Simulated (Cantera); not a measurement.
Cantera with NASA thermochemical tables; ideal gases at 1 bar, condensed phases pure. Values are per mole of reaction as written; species without (g) are pure solids or liquids, kept so even where they would boil at 1 bar.

### Question
Between 300 and 2598 K, where is each reaction favourable under standard conditions?
- 3 Cu + 2 NF3(g) ⇌ N2(g) + 3 CuF2(g)

### Answer
- 3 Cu + 2 NF3(g) ⇌ N2(g) + 3 CuF2(g): ΔG° is -649 kJ at 300 K and -1358 kJ at 2598 K; it stays negative (K > 1). ΔH° is -687 kJ and ΔS° 258 J/K at 2598 K.
